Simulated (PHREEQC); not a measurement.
PHREEQC input (ion-association model, wateq4f.dat):

```
SOLUTION_MASTER_SPECIES
  Amm  AmmH+  0  AmmH  17.031  # ammonia with no redox link, constants of NH4+
SOLUTION_SPECIES
  AmmH+ = AmmH+
    -log_k 0
  AmmH+ = Amm + H+
    -log_k -9.252
    -delta_h 12.48 kcal
    -analytic 0.6322 -0.001225 -2835.76
    -gamma 2.5 0.0
  AmmH+ + SO4-2 = AmmHSO4-
    -log_k 1.11
    -gamma 5.0 0.0
PHASES
  Amm(g)
    Amm = Amm
    -log_k 1.770
    -delta_h -8.170 kcal
EXCHANGE_SPECIES
  AmmH+ + X- = AmmHX
    -log_k 0.6
SOLUTION 1
  temp 62
  units mol/kgw
  pH 7 charge
  Na 0.0566
  Si 0.00011
  K 0.00022
  C(4) 0.0048
SOLUTION 2
  temp 62
  units mol/kgw
  pH 7 charge
  F 0.10481
  Amm 0.00017
  Si 0.00094
END
SELECTED_OUTPUT 1
  -reset false
  -pH true
  -pe true
  -ionic_strength true
  -water true
  -totals Amm C F K Na Si C(-4) C(4)
  -molalities H+ CO3-2 F- K+ Na+ H4SiO4 H3SiO4- H2SiO4-2 CO2 HCO3-
    NaCO3- NaHCO3 O2 OH- SiF6-2 HF HF2- H2F2 NaF AmmH+
    Amm
  -equilibrium_phases Chalcedony Nahcolite Natron
PRINT
  -reset false
MIX 1
  1 1
  2 0
EQUILIBRIUM_PHASES 1
  Chalcedony 0 0
  Nahcolite 0 0
  Natron 0 0
  O2(g) -0.68 10
END
# ... the last block is repeated for the other 10 points of share of solution B
```

Selected output (columns that matter, 11 of 11 rows; share of solution B added in front):

```
share of solution B	pH	mu	Amm	C	F	K	Na	Si	m_H+	m_CO3-2	m_F-	m_K+	m_Na+	m_H4SiO4
0	11.56	0.055007	0	0.0048	0	0.00022	0.0566	0.00011	3.2788e-12	0.0014655	0	0.00022	0.053295	4.4017e-07
0.1	11.393	0.049472	1.6997e-05	0.0043192	0.010479	0.00019796	0.050931	0.00019296	4.7826e-12	0.0013847	0.010297	0.00019796	0.047856	1.2398e-06
0.2	11.115	0.043952	3.3988e-05	0.0038386	0.020954	0.00017594	0.045263	0.0002759	9.0316e-12	0.0012895	0.020624	0.00017594	0.042461	3.6912e-06
0.3	10.167	0.03854	5.0972e-05	0.0033582	0.031426	0.00015392	0.039599	0.00035881	7.9563e-11	0.0010179	0.030979	0.00015392	0.037364	4.2166e-05
0.4	4.1914	0.034233	6.7962e-05	0.0028784	0.0419	0.00013193	0.033941	0.00044175	7.4778e-05	5.1545e-11	0.032145	0.00013193	0.033517	4.8749e-07
0.5	3.532	0.029059	8.496e-05	0.0023989	0.05238	0.00010995	0.028287	0.00052475	0.00033862	1.9898e-12	0.025359	0.00010995	0.028	5.3751e-09
0.6	3.1832	0.023998	0.00010196	0.0019193	0.062862	8.7967e-05	0.022631	0.00060777	0.00074932	3.0477e-13	0.019372	8.7967e-05	0.022451	1.2194e-09
0.7	2.9032	0.019163	0.00011897	0.0014396	0.073346	6.5981e-05	0.016975	0.0006908	0.0014138	5.971e-14	0.014184	6.5981e-05	0.016873	6.5766e-10
0.8	2.6434	0.014766	0.00013597	0.00095982	0.083832	4.3992e-05	0.011318	0.00077385	0.0025434	1.1367e-14	0.0098525	4.3992e-05	0.011269	5.7662e-10
0.9	2.3904	0.011178	0.00015299	0.00047995	0.09432	2.1998e-05	0.0056595	0.00085692	0.0045033	1.6774e-15	0.0065342	2.1998e-05	0.0056427	7.043e-10
1	2.1568	0.008752	0.00017	0	0.10481	0	0	0.00094	0.007642	0	0.0043438	0	0	1.0115e-09
```

Complexes and solids missing from the database can't appear. wateq4f.dat counts part of the HF as a dimer, H2F2, which phreeqc.dat doesn't know; its constant is uncertain. At this temperature some constants are extrapolated from 25 °C, and those without enthalpy data are left unchanged. SiF6-2 is the database's only silicon fluoride.
